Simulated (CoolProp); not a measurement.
A Linde-Hampson liquefier for methane: isothermal reversible compression at 250 K from 1 atm to 15 MPa, throttling to 1 atm, return gas leaving the recuperator 10 K below the feed. Each further row changes one setting.

Model: reference Helmholtz-energy equation of state, Setzmann 1991, in CoolProp.

```json
[
 {"case": "as stated", "liquid yield per pass": "0.265", "compression work (kJ/kg of gas)": "588"},
 {"case": "high pressure 30 MPa", "liquid yield per pass": "(withheld)", "compression work (kJ/kg of gas)": "(withheld)"},
 {"case": "warm-end temperature 280 K", "liquid yield per pass": "(withheld)", "compression work (kJ/kg of gas)": "(withheld)"},
 {"case": "warm-end gap 15 K", "liquid yield per pass": "(withheld)", "compression work (kJ/kg of gas)": "588"}
]
```

Q: Some entries are withheld; supply them.

A: 
- high pressure 30 MPa, liquid yield per pass: 0.335
- high pressure 30 MPa, compression work (kJ/kg of gas): 653
- warm-end temperature 280 K, liquid yield per pass: 0.176
- warm-end temperature 280 K, compression work (kJ/kg of gas): 682
- warm-end gap 15 K, liquid yield per pass: 0.255
